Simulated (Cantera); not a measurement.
Cantera run:

```python
import numpy as np
import cantera as ct

gas_names = """
    F F2 N NF NF2 NF3 N2 Si SiF SiF2 SiF3 SiF4 SiN Si2 Si2N Si3
""".split()
cond_names = """
    Si(cr) Si(L) Si3N4(a)
""".split()


# ... load() reads the species with a 1 bar reference pressure and builds the phases ...
atoms = {
    'Si': {'Si': 1},
    'NF3': {'N': 1, 'F': 3},
    'N2': {'N': 2},
}
top_T = {'Si3N4(a)': 2400}  # K; cautious upper limits of use, not melting points


# ... equilibrate(T, P, feed) seeds the gas with the atoms and calls Mixture.equilibrate('TP', solver="vcs", rtol=1e-11, max_steps=5000) ...
results = []
feed = {'Si': 1, 'NF3': 2.2, 'N2': 5.6}  # mol
T = 625  # K
P = 133.322  # Pa
mix = equilibrate(T, P, feed)
results.append((T, P, feed, dict(zip(mix.species_names, mix.species_moles))))
print(gas.report(threshold=1e-06))
for i in range(1, mix.n_phases):
    print(f"{mix.phase(i).name:16s} {mix.phase_moles(i):12.5e} mol")
```

Result:

```
       temperature   625 K
          pressure   133.32 Pa
           density   0.0010381 kg/m^3
  mean mol. weight   40.461 kg/kmol
   phase of matter   gas

                          1 kg             1 kmol
                     ---------------   ---------------
          enthalpy       -4.6381e+06       -1.8766e+08  J
   internal energy       -4.7665e+06       -1.9286e+08  J
           entropy            7364.5        2.9797e+05  J/K
    Gibbs function       -9.2409e+06        -3.739e+08  J
 heat capacity c_p            1015.6             41093  J/K
 heat capacity c_v            810.13             32779  J/K

                      mass frac. Y      mole frac. X     chem. pot. / RT
                     ---------------   ---------------   ---------------
                 F        0.00078279         0.0016671            -17.42
                F2          0.047943          0.051052           -34.841
               NF3           0.11967          0.068192           -67.613
                N2           0.52654           0.76049           -30.705
              SiF4           0.30507            0.1186           -355.68
     [  +11 minor]        7.2131e-09        5.6121e-09

Si(cr)            0.00000e+00 mol
Si3N4(a)          0.00000e+00 mol
```

These are equilibrium values from Cantera (NASA tables, ideal gas, pure condensed phases), not measurements of a reactor.
